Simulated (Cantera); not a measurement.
**Equilibrium for boron, boron nitride and boron oxide: B2O3 + H2O + H2**

Input: 1 mol B2O3, 0.057 mol H2O, 190 mol H2, at 1402 °C and 7.50 Torr.

Cantera equilibrium calculation (NASA polynomials, part measured and part estimated; ideal gas, pure solids and liquids). Candidate condensed phases: B, B2O3, B3O3H3, H2O; 23 gas species. Equilibrium is a limit: real reactors are often held back by kinetics, nucleation or transport.

```json
{
 "x(H2)": "0.988",
 "x(HBO)": "0.00492",
 "x(HBO2)": "0.00372",
 "x(H)": "0.00115",
 "x(H2O)": "0.00108",
 "x(B2O3)": "0.000730",
 "x(B2O2)": "0.000120",
 "x(BO)": "0.000119",
 "gas_amount": "191.2 mol",
 "log10 activity of B(s) (absent)": "-2.92",
 "log10 activity of B3O3H3(s) (absent)": "-13.92"
}
```
